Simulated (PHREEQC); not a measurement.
A column of 0.2 m (30 cells, dispersivity 0.01 m, 720 s a shift, diffusion coefficient 3e-10 m²/s) holds 0.0045 eq of the database's cation exchanger X per kg of pore water, first in equilibrium with 0.023 mol/kgw CdCl2, 0.00072 mol/kgw PbCl2 and 1e-05 mol/kgw HCl. It is flushed with 0.0052 mol/kgw ZnCl2 and 1e-05 mol/kgw HCl, at 40 °C. Values are for the last cell. CO2 from the air is kept out. Precipitation was switched off in this run.

Computed with PHREEQC (ion-association model, phreeqc.dat).

```csv
pore volumes,Zn in solution (mol/kgw),Cd in solution (mol/kgw),Pb in solution (mol/kgw),Cl in solution (mol/kgw),PbX2 on the exchanger (mol/kgw),CdX2 on the exchanger (mol/kgw)
0,0,0.0230,0.000720,0.0474,0.000164,0.00209
0.2167,2.11e-13,0.0230,0.000720,0.0474,0.000164,0.00209
0.3167,1.56e-8,0.0230,0.000720,0.0474,0.000164,0.00209
0.4167,1.55e-6,0.0229,0.000719,0.0473,0.000164,0.00209
0.6167,9.24e-5,0.0215,0.000682,0.0445,0.000163,0.00207
0.8167,0.000519,0.0169,0.000563,0.0359,0.000158,0.00196
0.9167,0.000853,0.0140,0.000486,0.0307,0.000153,0.00186
1.017,0.00122,0.0113,0.000411,0.0259,0.000147,0.00173
1.217,0.00199,0.00693,0.000286,0.0184,0.000130,0.00140
1.417,0.00275,0.00413,0.000200,0.0142,0.000108,0.00101
1.517,0.00311,0.00317,0.000168,0.0129,9.54e-5,0.000824
1.617,0.00346,0.00242,0.000141,0.0121,8.28e-5,0.000653
1.817,0.00407,0.00138,9.84e-5,0.0111,5.91e-5,0.000383
2.017,0.00452,0.000755,6.62e-5,0.0107,3.98e-5,0.000211
2.117,0.00468,0.000552,5.36e-5,0.0106,3.21e-5,0.000154
2.217,0.00481,0.000401,4.30e-5,0.0105,2.56e-5,0.000111
2.417,0.00499,0.000207,2.71e-5,0.0105,1.61e-5,5.71e-5
2.617,0.00509,0.000105,1.67e-5,0.0104,9.84e-6,2.88e-5
2.717,0.00512,7.45e-5,1.30e-5,0.0104,7.66e-6,2.04e-5
2.817,0.00514,5.26e-5,1.01e-5,0.0104,5.94e-6,1.44e-5
3.017,0.00517,2.60e-5,6.02e-6,0.0104,3.54e-6,7.10e-6
```

Constants without temperature data keep their 25 °C values here.
